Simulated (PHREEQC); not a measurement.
Consider water at 25 °C with 0.0035 mol/kgw H2SO4, 3.2e-06 mol/kgw H4SiO4 and 3.4e-06 mol/kgw CO2. Closed to the air; pH follows from the charge balance.

Model: ion-association model, phreeqc.dat, run in PHREEQC.

Precipitation was switched off in this run.

### Question
Estimate the pH, specific conductance.

### Answer
pH 2.26; specific conductance 2360 µS/cm.

### Question
In which forms is S present?

### Answer
SO4-2 71 %, HSO4- 29 % of the S.
